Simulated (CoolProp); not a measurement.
A single-stage vapour-compression cycle with nitrous oxide: evaporating at 207.15 K (dew point), condensing at 227.15 K (bubble point), superheat 5 K, subcooling 8 K, compressor efficiency 0.7, no pressure losses. Each further row changes one setting.

Computed with CoolProp (reference Helmholtz-energy equation of state, Lemmon 2006). It is a short technical equation, of lower accuracy than the large ones.

```csv
case,cooling COP,pressure ratio,discharge temperature (K),refrigerating effect (kJ/kg),volumetric capacity (kJ/m³)
as stated,___,2.29,274.8,331,2870
evaporating temperature 212.15 K,9.36,1.83,262.6,333,___
condensing temperature 222.15 K,9.14,1.89,___,340,2950
subcooling 13 K,___,2.29,274.8,340,2950
superheat 15 K,6.51,2.29,___,___,2790
compressor efficiency 0.6,5.74,2.29,___,331,2870
```

Q: Some entries are withheld; supply them.

A: 
- as stated, cooling COP: 6.69
- evaporating temperature 212.15 K, volumetric capacity (kJ/m³): 3570
- condensing temperature 222.15 K, discharge temperature (K): 259.5
- subcooling 13 K, cooling COP: 6.87
- superheat 15 K, discharge temperature (K): 287.3
- superheat 15 K, refrigerating effect (kJ/kg): 339
- compressor efficiency 0.6, discharge temperature (K): 283.7
